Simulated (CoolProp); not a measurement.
Vapour pressure (MPa) of ammonia: the reference equation beside estimates from Tc = 405.6 K, pc = 11.36 MPa, ω = 0.256.

Values from CoolProp's reference Helmholtz-energy equation of state, Gao 2020.

| T (K) | reference | van der Waals | Peng-Robinson |
|---|---|---|---|
| 323 | 2.025 | [?] | 2.028 |
| 327.7 | 2.284 | [?] | 2.288 |
| 332.5 | 2.573 | 4.875 | 2.580 |
| 337.3 | [?] | 5.201 | [?] |
| 342.1 | 3.233 | 5.541 | 3.245 |
| 346.9 | 3.607 | 5.895 | 3.623 |
| 351.7 | 4.012 | 6.262 | 4.032 |
| 356.5 | 4.451 | 6.643 | 4.474 |
| 361.2 | 4.914 | 7.029 | 4.942 |
| 366 | 5.423 | 7.438 | 5.456 |
| 370.8 | 5.972 | 7.861 | 6.010 |

Q: Some entries are withheld; supply them.

A: 
- 323, van der Waals: 4.267
- 327.7, van der Waals: 4.561
- 337.3, reference: 2.889
- 337.3, Peng-Robinson: 2.898

Absolute difference from the reference over all 11 rows, mean and median: van der Waals 66.5 and 63.4 %, Peng-Robinson 0.4 and 0.4 %.
